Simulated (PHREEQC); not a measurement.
Model water analysis in mg/L, 30 °C, pH 6.78, pe -1.4: Na 33.5; K 0.185; Ca 9.52; Mg 8.99; Cl 14; S(6) as SO4 78.3; Alkalinity as HCO3 38; Mn(2) 0.197.

Valence states are taken as typed.

Computed with PHREEQC (ion-association model, wateq4f.dat).

Q: The ionic strength comes out as 0.00384 mol/kgw. What activity coefficients do Mg+2, SO4-2, Mn+2, HCO3-, MgHCO3+ get?

A: Mg+2 0.77, SO4-2 0.77, Mn+2 0.77, HCO3- 0.94, MgHCO3+ 0.94.

No solid was allowed to form. Complexes and solids missing from the database can't appear.
